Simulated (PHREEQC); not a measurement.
Consider water at 25 °C with 34 mmol/kgw CdCl2, 120 mmol/kgw H3BO3 and 7.4 mmol/kgw FeSO4. Closed to the air; pH follows from the charge balance.

Model: ion-association model, phreeqc.dat, run in PHREEQC.

Each row changes one thing in this solution. No solid was allowed to form.

```
case                            pH  ionic strength (mol/kgw)  Cl- (mol/kgw)  CdCl+ (mol/kgw)  Cd+2 (mol/kgw)  Fe+2 (mol/kgw)  SI of Melanterite (FeSO4:7H2O)
----------------------------  ----  ------------------------  -------------  ---------------  --------------  --------------  ------------------------------
as made                       5.08                    0.0751         0.0447           0.0186          0.0109         0.00640                           -3.12
temperature from 25 to 50 °C  5.00                    0.0734         0.0443           0.0187          0.0107         0.00615                           -3.45
temperature from 25 to 65 °C  4.96                    0.0727         0.0441           0.0188          0.0106         0.00601                           -3.60
diluted 10-fold with water    5.57                    0.0106        0.00590         0.000867         0.00235        0.000706                           -4.56
temperature from 25 to 55 °C  4.99                    0.0731         0.0442           0.0187          0.0106         0.00611                           -3.50
diluted 2-fold with water     5.23                    0.0421         0.0247          0.00809         0.00724         0.00332                           -3.54
```

Away from 25 °C the constants follow the database's enthalpies or fits; those with neither stay at their 25 °C values.
